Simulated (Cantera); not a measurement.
# Adiabatic ignition

An adiabatic, constant-pressure homogeneous reactor starts with 18.7 % CH₄, 1.84 % H₂, 16.7 % O₂, 62.7 % N₂, equivalence ratio 2.3, at 1350 K and 2550 Torr.

Model: GRI-Mech 3.0 (53 species, 325 reactions), integrated in Cantera.

```csv
t (s),T (K),x CH₄,x H₂,x O₂,x C₂H,x NO
5.00e-6,1350,0.187,0.0184,0.167,<1e-12,<1e-12
1.13e-5,1350,0.187,0.0184,0.167,<1e-12,<1e-12
2.55e-5,1350,0.187,0.0184,0.167,<1e-12,<1e-12
5.74e-5,1350,0.187,0.0184,0.167,<1e-12,<1e-12
0.000130,1350,0.187,0.0183,0.167,<1e-12,<1e-12
0.000292,1352,0.187,0.0183,0.167,<1e-12,<1e-12
0.000660,1359,0.185,0.0182,0.166,<1e-12,<1e-12
0.00149,1409,0.175,0.0200,0.158,1.01e-12,5.75e-12
0.00336,2267,0.000418,0.213,2.16e-7,2.33e-7,7.20e-5
0.00758,2264,2.88e-8,0.216,2.11e-7,6.69e-12,9.00e-5
0.0171,2264,1.51e-9,0.216,2.12e-7,<1e-12,4.41e-5
0.0386,2264,1.43e-9,0.216,2.12e-7,<1e-12,2.17e-5
0.0871,2265,1.41e-9,0.216,2.13e-7,<1e-12,1.35e-5
0.196,2265,1.41e-9,0.216,2.13e-7,<1e-12,1.20e-5
0.443,2265,1.41e-9,0.216,2.13e-7,<1e-12,1.19e-5
1.00,2265,1.41e-9,0.216,2.13e-7,<1e-12,1.19e-5
```
x: mole fraction; the columns are a selection and need not sum to one.

```json
{
  "time_of_steepest_temperature_rise": "1.94 ms",
  "temperature at 1.00 s": "2265 K",
  "equilibrium_temperature": "2265 K",
  "x(CH₄) at 1.00 s": "1.41e-9 (gas-phase equilibrium 1.61e-9)",
  "x(H₂) at 1.00 s": "0.216 (gas-phase equilibrium 0.216)",
  "x(O₂) at 1.00 s": "2.13e-7 (gas-phase equilibrium 2.13e-7)"
}
```
